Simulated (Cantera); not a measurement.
A perfectly stirred reactor is fed with C₃H₈ : H₂ = 1 : 9.4 (molar parts), at 0.260 bar; it is held at 1950 K, and followed from long to short residence time.

Model: GRI-Mech 3.0 (53 species, 325 reactions), integrated in Cantera. GRI-Mech 3.0 was tuned for natural gas; its chemistry of propane as a main component is partial and can be far from experiment. GRI-Mech 3.0 stops at C3 and has no aromatics, soot or wall deposition, so with more carbon than oxygen in the feed, carbon stays in small species such as C2H2 where larger ones or solid carbon would form.

One state of this run: x C₃H₈ = 8.93e-8; x H₂ = 0.884; x C₂H₆ = 9.37e-8; x CH₄ = 0.00272; x C₂H₄ = 0.000229. x: mole fraction; the columns are a selection and need not sum to one.

Task: Which value of τ (s) does it belong to?
A. 0.061
B. 3.4
C. 0.0030
D. 1.2

Result: B, 3.4
